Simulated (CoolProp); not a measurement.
Vapour-liquid equilibrium of R142b (1) + R113 (2) at 264.7 K; x and y are mole fractions of (1).

Computed with CoolProp (multi-fluid Helmholtz-energy mixture model, Lemmon 2006 and Marx 1992; pair parameters Bell 2016).

```
x     bubble pressure, mixture model (bar)  bubble pressure, Raoult's law (bar)  y, mixture model  y, Raoult's law
----  ------------------------------------  -----------------------------------  ----------------  ---------------
0.05                                0.1665                               0.1455             0.436            0.358
0.2                                 0.3491                               0.2869             0.767            0.726
0.35                                0.5027                               0.4283             0.863            0.851
0.5                                 0.6350                               0.5698             0.911            0.914
0.65                                0.7552                               0.7112             0.943            0.952
0.8                                 0.8725                               0.8526             0.968            0.977
0.95                                0.9967                               0.9941             0.992            0.995
```

The largest gap from Raoult's law is +21.7 % in bubble pressure, at x = 0.2. No azeotrope shows between x = 0.05 and 0.95.

Pair parameters are fitted to limited data, so mixtures are less certain than the pure fluids.
